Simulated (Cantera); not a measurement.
Charge: 1 mol Zr, 6.5 mol NH₃, 410 mol H₂, held at 7.43 Torr.

Method: chemical equilibrium by Gibbs-energy minimisation in Cantera with the NASA 1993 tables (ideal gas, pure condensed phases). Candidate condensed phases: Zr, ZrN; 11 gas species. ZrN: taken at fixed stoichiometry. Equilibrium is a limit: real reactors are often held back by kinetics, nucleation or transport.

Q: Which condensed phases are stable at each of these points (T (K)): 1600, 1800, 2000, 2200, 2400, 2600, 2800?

A: 
```
T (K)  condensed phases  Zr condensed (%)
-----  ----------------  ----------------
1600             ZrN(s)             100.0
1800             ZrN(s)             100.0
2000             ZrN(s)             100.0
2200             ZrN(s)             100.0
2400             ZrN(s)              99.6
2600             ZrN(s)              83.3
2800           gas only               0.0
```

From 1600 K to 2600 K the condensed part is ZrN(s). At 2800 K nothing is condensed.
